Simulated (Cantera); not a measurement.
Charge: 1 mol Si3N4, a varied amount of O2, 0.34 mol H2, at 1123 K and 13300 Pa.

Cantera equilibrium calculation (NASA polynomials, part measured and part estimated; ideal gas, pure solids and liquids). Candidate condensed phases: H2O, Si, SiO2, Si2N2O, Si3N4; 35 gas species. Mutual solubility and eutectic melting of coexisting phases are not modelled. Equilibrium is a limit: real reactors are often held back by kinetics, nucleation or transport.

x: gas mole fraction; n: condensed amount in mol.

```json
[
 {"n(O2) (mol)": "1.1", "x N2": "0.683", "x O2": "<1e-12", "x H2": "0.317", "x H2O": "3.69e-5", "x NO": "<1e-12", "x NH3": "5.51e-6", "n SiO2(β-quartz)": "0.467", "n Si2N2O(s)": "1.27"},
 {"n(O2) (mol)": "2.3", "x N2": "0.819", "x O2": "<1e-12", "x H2": "0.181", "x H2O": "2.25e-5", "x NO": "<1e-12", "x NH3": "2.62e-6", "n SiO2(β-quartz)": "2.07", "n Si2N2O(s)": "0.467"},
 {"n(O2) (mol)": "3.6", "x N2": "0.722", "x O2": "0.155", "x H2": "1.96e-9", "x H2O": "0.123", "x NO": "8.58e-5", "x NH3": "<1e-12", "n SiO2(β-quartz)": "3.00", "n Si2N2O(s)": "0"},
 {"n(O2) (mol)": "4.9", "x N2": "[?]", "x O2": "[?]", "x H2": "[?]", "x H2O": "[?]", "x NO": "0.000117", "x NH3": "<1e-12", "n SiO2(β-quartz)": "3.00", "n Si2N2O(s)": "0"},
 {"n(O2) (mol)": "6.1", "x N2": "0.379", "x O2": "0.556", "x H2": "5.45e-10", "x H2O": "0.0645", "x NO": "0.000118", "x NH3": "<1e-12", "n SiO2(β-quartz)": "3.00", "n Si2N2O(s)": "0"},
 {"n(O2) (mol)": "7.4", "x N2": "0.304", "x O2": "0.644", "x H2": "4.06e-10", "x H2O": "0.0517", "x NO": "0.000114", "x NH3": "<1e-12", "n SiO2(β-quartz)": "3.00", "n Si2N2O(s)": "0"},
 {"n(O2) (mol)": "8.6", "x N2": "[?]", "x O2": "0.699", "x H2": "[?]", "x H2O": "[?]", "x NO": "0.000109", "x NH3": "<1e-12", "n SiO2(β-quartz)": "3.00", "n Si2N2O(s)": "0"},
 {"n(O2) (mol)": "9.9", "x N2": "0.220", "x O2": "0.742", "x H2": "2.74e-10", "x H2O": "0.0375", "x NO": "0.000104", "x NH3": "<1e-12", "n SiO2(β-quartz)": "3.00", "n Si2N2O(s)": "0"},
 {"n(O2) (mol)": "11", "x N2": "0.197", "x O2": "0.770", "x H2": "2.40e-10", "x H2O": "0.0334", "x NO": "9.98e-5", "x NH3": "<1e-12", "n SiO2(β-quartz)": "3.00", "n Si2N2O(s)": "0"},
 {"n(O2) (mol)": "12", "x N2": "0.179", "x O2": "0.790", "x H2": "2.16e-10", "x H2O": "0.0304", "x NO": "9.65e-5", "x NH3": "<1e-12", "n SiO2(β-quartz)": "3.00", "n Si2N2O(s)": "0"}
]
```

Complete the blanks.


- 8.6, x N2: 0.257
- 8.6, x H2: 3.30e-10
- 8.6, x H2O: 0.0438
- 4.9, x N2: 0.491
- 4.9, x O2: 0.425
- 4.9, x H2: 8.07e-10
- 4.9, x H2O: 0.0835
